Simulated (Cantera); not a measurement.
## Premixed flame

A freely propagating, adiabatic, planar premixed flame of H2 : O2 : N2 = 1 : 0.575 : 2.16 (molar parts), unburnt at 375 K and 500000 Pa; mixture-averaged transport, grid criteria slope 0.08 and curve 0.16, no radiation.

Cantera simulation using the H2/O2 subset of GRI-Mech 3.0, which has no nitrogen chemistry; the numbers are that mechanism's predictions, not measurements. The hydrogen kinetics of GRI-Mech 3.0 are dated; newer H2 mechanisms differ, most at raised pressure. Burning velocities carry a grid error of a few per cent, more on coarse grids.

| z (mm) | T (K) | u (m/s) | x H2 | x O2 | x OH | x H2O | x H | x HO2 |
|---|---|---|---|---|---|---|---|---|
| -0.160 | 375 | 2.10 | 0.268 | 0.154 | <1e-8 | 5.74e-8 | <1e-8 | <1e-8 |
| -0.107 | 375 | 2.10 | 0.267 | 0.154 | <1e-8 | 1.60e-6 | <1e-8 | 2.94e-8 |
| -0.0799 | 376 | 2.09 | 0.265 | 0.154 | <1e-8 | 1.40e-5 | <1e-8 | 2.91e-7 |
| -0.0533 | 381 | 2.10 | 0.258 | 0.156 | <1e-8 | 0.000178 | <1e-8 | 4.46e-6 |
| -0.0266 | 489 | 2.58 | 0.217 | 0.161 | 1.75e-5 | 0.00903 | 3.29e-6 | 0.000388 |
| -0.0133 | 845 | 4.30 | 0.163 | 0.148 | 0.000769 | 0.0523 | 0.000997 | 0.000958 |
| 0 | 1301 | 6.49 | 0.102 | 0.113 | 0.00254 | 0.130 | 0.00693 | 0.000451 |
| 0.0133 | 1617 | 8.02 | 0.0549 | 0.0736 | 0.00645 | 0.198 | 0.0128 | 0.000223 |
| 0.0266 | 1799 | 8.89 | 0.0318 | 0.0511 | 0.0103 | 0.235 | 0.0134 | 0.000124 |
| 0.0533 | 1980 | 9.74 | 0.0190 | 0.0375 | 0.0130 | 0.259 | 0.00925 | 6.12e-5 |
| 0.107 | 2126 | 10.4 | 0.0125 | 0.0324 | 0.0121 | 0.274 | 0.00438 | 3.02e-5 |
| 0.213 | 2225 | 10.8 | 0.00711 | 0.0296 | 0.00964 | 0.285 | 0.00163 | 1.43e-5 |
| 0.426 | 2278 | 11.0 | 0.00358 | 0.0284 | 0.00710 | 0.292 | 0.000551 | 7.39e-6 |
x: mole fraction of selected species; z is measured from the peak of heat release.

The laminar burning velocity is 210 cm/s. The thermal thickness is 0.0533 mm and the peak x(OH) comes out as 0.0131. The peak x(H) is 0.0137, the peak x(HO2) is 0.00105 and the grid points is 113.
